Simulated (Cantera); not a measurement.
What does this Cantera script print?

```python
import numpy as np
import cantera as ct

gas_names = """
    CL CLO CL2 H HCL HOCL HO2 H2 H2O H2O2 O OH O2 O3 Si SiCL SiCL2 SiCL3 SiCL4 SiH SiHCL3 SiH2 SiH2CL2
    SiH3 SiH3CL SiH4 SiO SiO2 Si2 Si3
""".split()
cond_names = """
    H2O(s) H2O(L) Si(cr) Si(L) SiO2(Lqz) SiO2(hqz) SiO2(L)
""".split()


# ... load() reads the species with a 1 bar reference pressure and builds the phases ...
atoms = {
    'SiH2Cl2': {'Si': 1, 'H': 2, 'CL': 2},
    'O2': {'O': 2},
}
top_T = {}  # K; cautious upper limits of use, not melting points


# ... equilibrate(T, P, feed) seeds the gas with the atoms and calls Mixture.equilibrate('TP', solver="vcs", rtol=1e-11, max_steps=5000) ...
results = []
feed = {'SiH2Cl2': 1, 'O2': 0.07}  # mol
T = 750  # K
P = 12  # Pa
mix = equilibrate(T, P, feed)
results.append((T, P, feed, dict(zip(mix.species_names, mix.species_moles))))
x = sorted(zip(gas.X, gas.species_names), reverse=True)
print(f"T = {T:g} K  P = {P:g} Pa  gas = {mix.phase_moles(0):.4g} mol")
print("   x: " + "  ".join(f"{s} {v:.3e}" for v, s in x if v > 1e-06))
print("   condensed (mol): " + ("  ".join(f"{mix.phase(i).name} {mix.phase_moles(i):.4g}"
      for i in range(1, mix.n_phases) if mix.phase_moles(i) > 1e-12) or "none"))
```

Result:

```
T = 750 K  P = 12 Pa  gas = 1.498 mol
   x: H2 6.573e-01  SiCL4 3.218e-01  SiHCL3 1.314e-02  HCL 7.285e-03  SiCL3 3.491e-04  SiCL2 6.989e-05  SiH2CL2 3.939e-05
   condensed (mol): Si(cr) 0.4276  SiO2(Lqz) 0.07
```

Equilibrium computed with Cantera from the NASA thermochemical tables; the gas is ideal and each condensed phase is pure. The tables' values for SiCl3 are old estimates; treat these amounts as uncertain.
